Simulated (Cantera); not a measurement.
A Cantera script and what it prints.

```python
import numpy as np
import cantera as ct

gas_names = [...]  # 110 gases of nasa_gas.yaml made of C, H, O
cond_names = """
    C(gr) C6H6(L) C7H8(L) C8H18(L),n-octa H2O(s) H2O(L)
""".split()


# ... load() reads the species with a 1 bar reference pressure and builds the phases ...
atoms = {
    'CO': {'C': 1, 'O': 1},
    'H2O': {'H': 2, 'O': 1},
}
top_T = {'C(gr)': 4500}  # K; cautious upper limits of use, not melting points


# ... equilibrate(T, P, feed) seeds the gas with the atoms and calls Mixture.equilibrate('TP', solver="vcs", rtol=1e-11, max_steps=5000) ...
results = []
feed = {'CO': 1, 'H2O': 0.026}  # mol
P = 101325  # Pa
for T in [500, 550, 600, 650, 700, 750, 800, 850, 900, 950]:
    mix = equilibrate(T, P, feed)
    results.append((T, P, feed, dict(zip(mix.species_names, mix.species_moles))))
    x = sorted(zip(gas.X, gas.species_names), reverse=True)
    print(f"T = {T:g} K  P = {P:g} Pa  gas = {mix.phase_moles(0):.4g} mol")
    print("   x: " + "  ".join(f"{s} {v:.3e}" for v, s in x if v > 1e-06))
    print("   condensed (mol): " + ("  ".join(f"{mix.phase(i).name} {mix.phase_moles(i):.4g}"
          for i in range(1, mix.n_phases) if mix.phase_moles(i) > 1e-12) or "none"))
```

Result:

```
T = 500 K  P = 101325 Pa  gas = 0.5261 mol
   x: CO2 9.507e-01  H2O 4.876e-02  H2 2.764e-04  CH4 1.935e-04  CO 3.931e-05
   condensed (mol): C(gr) 0.4997
T = 550 K  P = 101325 Pa  gas = 0.5263 mol
   x: CO2 9.506e-01  H2O 4.813e-02  H2 7.664e-04  CO 2.624e-04  CH4 2.521e-04
   condensed (mol): C(gr) 0.4995
T = 600 K  P = 101325 Pa  gas = 0.5268 mol
   x: CO2 9.497e-01  H2O 4.696e-02  H2 1.783e-03  CO 1.275e-03  CH4 3.039e-04
   condensed (mol): C(gr) 0.4989
T = 650 K  P = 101325 Pa  gas = 0.5282 mol
   x: CO2 9.463e-01  H2O 4.495e-02  CO 4.846e-03  H2 3.588e-03  CH4 3.393e-04
   condensed (mol): C(gr) 0.4974
T = 700 K  P = 101325 Pa  gas = 0.5317 mol
   x: CO2 9.363e-01  H2O 4.183e-02  CO 1.514e-02  H2 6.368e-03  CH4 3.495e-04
   condensed (mol): C(gr) 0.4939
T = 750 K  P = 101325 Pa  gas = 0.5396 mol
   x: CO2 9.119e-01  CO 4.021e-02  H2O 3.743e-02  H2 1.010e-02  CH4 3.301e-04
   condensed (mol): C(gr) 0.4861
T = 800 K  P = 101325 Pa  gas = 0.5558 mol
   x: CO2 8.608e-01  CO 9.275e-02  H2O 3.177e-02  H2 1.444e-02  CH4 2.842e-04
   condensed (mol): C(gr) 0.4699
T = 850 K  P = 101325 Pa  gas = 0.5865 mol
   x: CO2 7.683e-01  CO 1.876e-01  H2O 2.514e-02  H2 1.875e-02  CH4 2.216e-04
   condensed (mol): C(gr) 0.4392
T = 900 K  P = 101325 Pa  gas = 0.6395 mol
   x: CO2 6.267e-01  CO 3.328e-01  H2 2.218e-02  H2O 1.816e-02  CH4 1.556e-04
   condensed (mol): C(gr) 0.3863
T = 950 K  P = 101325 Pa  gas = 0.72 mol
   x: CO 5.147e-01  CO2 4.492e-01  H2 2.415e-02  H2O 1.176e-02  CH4 9.904e-05
   condensed (mol): C(gr) 0.3059
```

Method: chemical equilibrium by Gibbs-energy minimisation in Cantera with the NASA 1993 tables (ideal gas, pure condensed phases).
